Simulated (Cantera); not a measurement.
Input: 1 mol CH3SiCl3, 0.12 mol CH4, 320 mol H2, 3.6 mol HCl, equilibrated at 0.310 bar.

These are equilibrium values from Cantera (NASA tables, ideal gas, pure condensed phases), not measurements of a reactor. Candidate condensed phases: C, C6H6, C7H8, C8H18, Si, SiC; 109 gas species. The feed counts by its element totals alone. The tables' values for SiCl are old estimates; treat these amounts as uncertain. Gases not in the tables: Si2H6 and higher silanes. Rates play no part.

x: gas mole fraction; n: condensed amount in mol.

```
T (°C)   x H2         x H   x HCl        x Si  x C2H2 (acetylene)        x Cl       x SiH    n SiC(s)
------  -----  ----------  ------  ----------  ------------------  ----------  ----------  ----------
2002    0.963      0.0150  0.0193    0.000692            0.000793    0.000217    0.000145       0.553
2027    0.961  (withheld)  0.0193  (withheld)          (withheld)  (withheld)  (withheld)  (withheld)
2052    0.958      0.0193  0.0192     0.00117             0.00113    0.000278    0.000225       0.298
2077    0.955      0.0219  0.0191     0.00151             0.00135    0.000314    0.000276       0.120
2102    0.952      0.0247  0.0190     0.00177             0.00150    0.000353    0.000310           0
2127    0.948      0.0278  0.0190     0.00186             0.00151    0.000398    0.000312           0
2152    0.945  (withheld)  0.0190     0.00194             0.00152  (withheld)    0.000312           0
2177    0.941      0.0350  0.0190     0.00201             0.00152    0.000500    0.000310           0
2202    0.937      0.0391  0.0189     0.00207             0.00153    0.000559    0.000307           0
2227    0.932      0.0436  0.0188     0.00213             0.00153    0.000622    0.000303           0
```

Question: What belongs in the gaps?

Answer: 
- 2027, x H: 0.0170
- 2027, x Si: 0.000906
- 2027, x C2H2 (acetylene): 0.000943
- 2027, x Cl: 0.000246
- 2027, x SiH: 0.000182
- 2027, n SiC(s): 0.440
- 2152, x H: 0.0312
- 2152, x Cl: 0.000447
